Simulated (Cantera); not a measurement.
Cantera run:

```python
import numpy as np
import cantera as ct

gas_names = """
    H HNO HNO2 HNO3 HO2 H2 H2O H2O2 N NH NH2 NH3 NH2OH NO NO2 NO3 N2 N2H2 N2H4 N2O O OH O2 O3 Si SiH
    SiH2 SiH3 SiH4 SiN SiO SiO2 Si2 Si2N Si3
""".split()
cond_names = """
    H2O(s) H2O(L) Si(cr) Si(L) SiO2(Lqz) SiO2(hqz) SiO2(L) Si2N2O(s) Si3N4(a)
""".split()


# ... load() reads the species with a 1 bar reference pressure and builds the phases ...
atoms = {
    'Si': {'Si': 1},
    'H2O': {'H': 2, 'O': 1},
    'N2': {'N': 2},
}
top_T = {'Si2N2O(s)': 2100, 'Si3N4(a)': 2400}  # K; cautious upper limits of use, not melting points


# ... equilibrate(T, P, feed) seeds the gas with the atoms and calls Mixture.equilibrate('TP', solver="vcs", rtol=1e-11, max_steps=5000) ...
results = []
T = 1425  # K
P = 7.7  # Pa
for m in [0.11, 0.13, 0.15, 0.18, 0.21, 0.25, 0.3, 0.36, 0.43, 0.51, 0.61, 0.72, 0.86]:
    feed = {'Si': 1, 'H2O': m, 'N2': 920}  # mol
    mix = equilibrate(T, P, feed)
    results.append((T, P, feed, dict(zip(mix.species_names, mix.species_moles))))

top = {s: max(r[3][s] / sum(r[3][g] for g in gas_names) for r in results) for s in gas_names}
cols = sorted((s for s in top if top[s] > 1e-05), key=lambda s: -top[s])[:9]
seen = [c for c in cond_names if any(r[3].get(c, 0) > 1e-12 for r in results)]
print("log10 of partial pressures in bar; condensed amounts in mol")
print(f"{'n(H2O)':>10s}" + "".join(f"{s[:9]:>10s}" for s in cols + seen))
for T, P, feed, n in results:
    ng = sum(n[g] for g in gas_names)
    print(f"{feed['H2O']:10.4g}" + "".join(f"{np.log10(max(n[s] / ng * P / 1e5, 1e-99)):10.3f}" for s in cols)
          + "".join(f"{n.get(c, 0):10.4g}" for c in seen))
```

Output:

```
log10 of partial pressures in bar; condensed amounts in mol
    n(H2O)        N2        H2       SiO         H Si2N2O(s)  Si3N4(a)
      0.11    -4.114    -8.051    -8.036    -9.192         0     0.295
      0.13    -4.114    -7.977    -7.963    -9.155         0    0.2883
      0.15    -4.114    -7.914    -7.901    -9.123         0    0.2816
      0.18    -4.114    -7.834    -7.822    -9.083         0    0.2716
      0.21    -4.114    -7.766    -7.755    -9.049         0    0.2616
      0.25    -4.114    -7.690    -7.679    -9.011         0    0.2483
       0.3    -4.114    -7.610    -7.600    -8.971         0    0.2316
      0.36    -4.114    -7.530    -7.521    -8.931         0    0.2116
      0.43    -4.114    -7.452    -7.444    -8.892         0    0.1883
      0.51    -4.114    -7.377    -7.370    -8.855         0    0.1616
      0.61    -4.114    -7.299    -7.292    -8.816         0    0.1283
      0.72    -4.114    -7.227    -7.221    -8.779         0   0.09164
      0.86    -4.114    -7.149    -7.192    -8.741   0.09135   0.01452
```

These are equilibrium values from Cantera (NASA tables, ideal gas, pure condensed phases), not measurements of a reactor. N2 is the only nitrogen source here; it is nearly inert below about 1500 K, so the nitride shown seldom forms there in practice. Mutual solubility and eutectic melting of coexisting phases are not modelled.
